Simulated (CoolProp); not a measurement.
The numbers come from the reference Helmholtz-energy equation of state, Span 2000 in CoolProp.

For nitrogen, give the phase and the density (kg/m³), cp (kJ/(kg K)), speed of sound (m/s), expansivity (1/kK) at 68.7 K and 37.1 bar; 68.7 K and 90 bar.


- 68.7 K and 37.1 bar: liquid; density 851, cp 1.99, speed of sound 963, expansivity 4.78
- 68.7 K and 90 bar: liquid; density 861, cp 1.96, speed of sound 995, expansivity 4.45
